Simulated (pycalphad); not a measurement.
## Effect of Al content in Si-Al

All values are pycalphad results on the COST 507 light-alloy database (1999) (1 atm), not direct measurements. These are 1990s assessments: newer ones move some temperatures and phases. Phase fractions are per mole of atoms.

```tsv
alloy	liquidus (K)	first solid	solidus (K)	phases at 650 K
Si-18.29Al (wt.%)	1589	diamond (Si)	850	diamond (Si) 0.81, fcc 0.19
Si-36.86Al (wt.%)	___	diamond (Si)	850	___
Si-74.85Al (wt.%)	1032	diamond (Si)	850	fcc 0.76, diamond (Si) 0.24
```

Q: Complete the blanks.

A: 
- Si-36.86Al (wt.%), liquidus (K): 1451
- Si-36.86Al (wt.%), phases at 650 K: diamond (Si) 0.62, fcc 0.38
